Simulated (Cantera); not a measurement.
A Cantera script and what it prints.

```python
import numpy as np
import cantera as ct

gas_names = """
    Ba BaF BaF2 BaOH BaO2H2 F FO FO2 F2 F2O H HF HOF HO2 H2 H2F2 H2O H2O2 H3F3 H4F4 H5F5 H6F6 H7F7 O OH
    O2 O3
""".split()
cond_names = """
    Ba(cr) Ba(L) BaF2(a) BaF2(b,c) BaF2(L) BaO(s) BaO(L) BaO2H2(s) BaO2H2(L) H2O(s) H2O(L)
""".split()


# ... load() reads the species with a 1 bar reference pressure and builds the phases ...
atoms = {
    'BaF2': {'Ba': 1, 'F': 2},
    'O2': {'O': 2},
    'H2': {'H': 2},
}
top_T = {}  # K; cautious upper limits of use, not melting points


# ... equilibrate(T, P, feed) seeds the gas with the atoms and calls Mixture.equilibrate('TP', solver="vcs", rtol=1e-11, max_steps=5000) ...
results = []
feed = {'BaF2': 1, 'O2': 0.1, 'H2': 190}  # mol
P = 1000  # Pa
for T in [1348, 1398, 1448, 1498, 1548, 1598, 1648, 1698, 1748]:
    mix = equilibrate(T, P, feed)
    results.append((T, P, feed, dict(zip(mix.species_names, mix.species_moles))))
    x = sorted(zip(gas.X, gas.species_names), reverse=True)
    print(f"T = {T:g} K  P = {P:g} Pa  gas = {mix.phase_moles(0):.4g} mol")
    print("   x: " + "  ".join(f"{s} {v:.3e}" for v, s in x if v > 1e-05))
    print("   condensed (mol): " + ("  ".join(f"{mix.phase(i).name} {mix.phase_moles(i):.4g}"
          for i in range(1, mix.n_phases) if mix.phase_moles(i) > 1e-12) or "none"))
```

Output:

```
T = 1348 K  P = 1000 Pa  gas = 190 mol
   x: H2 9.987e-01  H2O 1.025e-03  BaF2 1.195e-04  HF 9.463e-05  BaF 3.894e-05  H 2.312e-05
   condensed (mol): BaF2(a) 0.9646  BaO(s) 0.00502
T = 1398 K  P = 1000 Pa  gas = 190.1 mol
   x: H2 9.982e-01  H2O 1.040e-03  BaF2 3.814e-04  HF 1.630e-04  BaF 1.381e-04  H 4.728e-05
   condensed (mol): BaF2(a) 0.8989  BaO(s) 0.001615
T = 1448 K  P = 1000 Pa  gas = 190.3 mol
   x: H2 9.970e-01  BaF2 1.112e-03  H2O 1.047e-03  HF 3.528e-04  BaF 3.402e-04  H 9.204e-05
   condensed (mol): BaF2(a) 0.7223
T = 1498 K  P = 1000 Pa  gas = 190.8 mol
   x: H2 9.943e-01  BaF2 2.989e-03  H2O 1.043e-03  HF 7.613e-04  BaF 7.430e-04  H 1.714e-04
   condensed (mol): BaF2(b,c) 0.2861
T = 1548 K  P = 1000 Pa  gas = 191.1 mol
   x: H2 9.923e-01  BaF2 4.088e-03  HF 1.157e-03  BaF 1.130e-03  H2O 1.041e-03  H 3.067e-04
   condensed (mol): none
T = 1598 K  P = 1000 Pa  gas = 191.2 mol
   x: H2 9.918e-01  BaF2 3.817e-03  HF 1.434e-03  BaF 1.393e-03  H2O 1.040e-03  H 5.301e-04  Ba 1.441e-05
   condensed (mol): none
T = 1648 K  P = 1000 Pa  gas = 191.3 mol
   x: H2 9.911e-01  BaF2 3.518e-03  HF 1.742e-03  BaF 1.679e-03  H2O 1.038e-03  H 8.865e-04  Ba 2.402e-05
   condensed (mol): none
T = 1698 K  P = 1000 Pa  gas = 191.3 mol
   x: H2 9.902e-01  BaF2 3.200e-03  HF 2.074e-03  BaF 1.980e-03  H 1.439e-03  H2O 1.037e-03  Ba 3.875e-05
   condensed (mol): none
T = 1748 K  P = 1000 Pa  gas = 191.4 mol
   x: H2 9.890e-01  BaF2 2.868e-03  HF 2.425e-03  BaF 2.285e-03  H 2.272e-03  H2O 1.035e-03  Ba 6.058e-05
   condensed (mol): none
```

Method: chemical equilibrium by Gibbs-energy minimisation in Cantera with the NASA 1993 tables (ideal gas, pure condensed phases). Mutual solubility and eutectic melting of coexisting phases are not modelled.
